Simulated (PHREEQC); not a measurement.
# Brine: speciation

Solution (85 °C): 1.4 mol/kgw LiCl and 0.44 mol/kgw KCl. Closed to the air; pH follows from the charge balance.

The numbers come from PHREEQC with the ion-association model with the Davies equation for every ion, phreeqc.dat.

Precipitation was switched off in this run.

### Question
What activity of water does the model give?

### Answer
activity of water 0.937.

Caution: at this ionic strength the ion-association model is outside its range; a Pitzer model would be the better tool where its parameters exist. At this temperature some constants are extrapolated from 25 °C, and those without enthalpy data are left unchanged.
